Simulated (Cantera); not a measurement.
A perfectly stirred reactor is fed with 5.00 % CH₄, 20.0 % O₂, 75.0 % N₂, at 200000 Pa; it is adiabatic with a 748 K inlet, and is followed from long to short residence time, starting on the burning branch (τ in s: 0.074, 0.031, 0.013, 0.0057, 0.0024, 0.001, 0.00044, 0.00019, 8e-05).

Computed with Cantera and GRI-Mech 3.0 (53 species, 325 reactions).

One state of this run: T (K) = 1841; x CH₄ = 1.39e-5; x O₂ = 0.0998; x H₂ = 7.49e-5; x NO = 1.85e-5; x CO₂ = 0.0496. x: mole fraction; the columns are a selection and need not sum to one.

Task: Which value of τ (s) does it belong to?
A. 0.0057
B. 0.00019
C. 0.031
D. 0.074

Result: C, 0.031
